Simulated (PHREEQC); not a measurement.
# Sulfide liquor (model solution)

Dissolve 0.013 mol Na2S and 5.5e-05 mol NaCl per kg of water at 15 °C. Closed to the air; pH follows from the charge balance.

Computed with PHREEQC (ion-association model, wateq4f.dat).

Precipitation was switched off in this run.

Question: What pH, ionic strength does the model give?

Answer: pH 12.31; ionic strength 0.0281 mol/kgw.

With this much S-2 the pH rests on the database's HS-/S-2 constant; if that pK is higher, the solution is more alkaline. The database's pK near 12.9 for HS-/S-2 is now thought far too low, so its S-2 is overstated. The polysulfide entries of wateq4f.dat were taken out for this run.
